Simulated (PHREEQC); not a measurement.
Make-up at 25 °C: 0.0076 mol/kgw ZnCl2, 6.4e-05 mol/kgw H3BO3 and 4.4e-05 mol/kgw MnSO4. Closed to the air; pH follows from the charge balance.

The numbers come from PHREEQC with the ion-association model, phreeqc.dat.

Question: The ionic strength comes out as 0.0226 mol/kgw. What activity coefficients do Mn+2, H+, ZnOH+, SO4-2, Cl- get?

Answer: Mn+2 0.58, H+ 0.89, ZnOH+ 0.86, SO4-2 0.57, Cl- 0.86.

Precipitation was switched off in this run.
